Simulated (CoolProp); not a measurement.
n-perfluorobutane at 298.15 K and 0.0553 MPa is throttled through a valve to 0.0177 MPa with no heat exchange. Each further row changes one setting.

Model: reference Helmholtz-energy equation of state, Gao 2022, in CoolProp.

```json
[
 {"case": "as stated", "temperature change (K)": "…", "final density (kg/m³)": "1.71"},
 {"case": "outlet pressure 0.00531 MPa", "temperature change (K)": "…", "final density (kg/m³)": "…"},
 {"case": "outlet pressure 0.023 MPa", "temperature change (K)": "-0.4", "final density (kg/m³)": "2.23"}
]
```

Task: What belongs in the gaps?

Result: 
- as stated, temperature change (K): -0.5
- outlet pressure 0.00531 MPa, temperature change (K): -0.7
- outlet pressure 0.00531 MPa, final density (kg/m³): 0.512
